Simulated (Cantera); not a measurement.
Input (Python, Cantera):

```python
import numpy as np
import cantera as ct

gas = ct.Solution("gri30.yaml")
gas.TPX = 1050, 100000, {'H2': 1.7, 'O2': 1, 'N2': 2.3}
reactor = ct.IdealGasConstPressureReactor(gas, energy="off", clone=False)
net = ct.ReactorNet([reactor])
net.rtol, net.atol = 1e-08, 1e-18
show = ['H2', 'O2', 'H', 'NO', 'H2O2']
times = np.geomspace(9e-06, 10, 11)

steps = ct.SolutionArray(gas, extra=["t"])
rows = []
print(f"{'t/s':>10s}{'T/K':>9s}{'P/Pa':>11s}" + "".join(f"{s:>11s}" for s in show))
for t in times:
    while net.time < t:
        t_next = net.step()
        steps.append(gas.state, t=t_next)
    rows.append([np.interp(t, steps.t, y) for y in (steps.T, steps.P, *steps(*show).X.T)])
    print(f"{t:10.3e}{rows[-1][0]:9.1f}{rows[-1][1]:11.4g}" + "".join(f"{x:11.3e}" for x in rows[-1][2:]))
rate = np.gradient(steps.T, steps.t)
print("integrator steps:", len(steps.t))
if steps.T.max() > steps.T[0] + 200:
    print(f"time of steepest temperature rise: {steps.t[rate.argmax()]:.4e} s")
gas.TPX = 1050, 100000, {'H2': 1.7, 'O2': 1, 'N2': 2.3}
gas.equilibrate("TP")
print(f"equilibrium (TP): T = {gas.T:.1f} K  " + "  ".join(f"{s} {gas[s].X[0]:.3e}" for s in show))
```

It prints:

```
       t/s      T/K       P/Pa         H2         O2          H         NO       H2O2
 9.000e-06   1050.0      1e+05  3.400e-01  2.000e-01  2.607e-09  7.045e-22  5.100e-12
 3.621e-05   1050.0      1e+05  3.400e-01  2.000e-01  1.666e-07  3.825e-18  5.390e-10
 1.457e-04   1050.0      1e+05  1.158e-01  9.233e-02  5.962e-03  5.295e-07  1.406e-05
 5.861e-04   1050.0      1e+05  6.321e-02  6.649e-02  2.736e-06  3.749e-07  9.667e-05
 2.358e-03   1050.0      1e+05  6.129e-02  6.553e-02  4.310e-06  3.851e-07  1.600e-04
 9.487e-03   1050.0      1e+05  5.052e-02  6.034e-02  4.749e-06  4.020e-07  1.773e-04
 3.817e-02   1050.0      1e+05  2.444e-02  4.783e-02  2.365e-06  3.588e-07  9.225e-05
 1.536e-01   1050.0      1e+05  2.903e-03  3.752e-02  2.342e-07  1.915e-07  1.093e-05
 6.178e-01   1050.0      1e+05  1.696e-04  3.622e-02  3.778e-09  4.395e-08  1.672e-07
 2.486e+00   1050.0      1e+05  7.660e-06  3.615e-02  9.523e-11  4.914e-08  2.138e-09
 1.000e+01   1050.0      1e+05  3.065e-09  3.614e-02  4.020e-13  5.446e-07  1.200e-10
integrator steps: 2219
equilibrium (TP): T = 1050.0 K  H2 7.846e-10  O2 3.613e-02  H 2.287e-13  NO 1.847e-05  H2O2 4.036e-10
```

Detailed kinetics in Cantera: GRI-Mech 3.0 (53 species, 325 reactions). The temperature is held fixed by assumption; the heat of reaction is taken as removed at once.
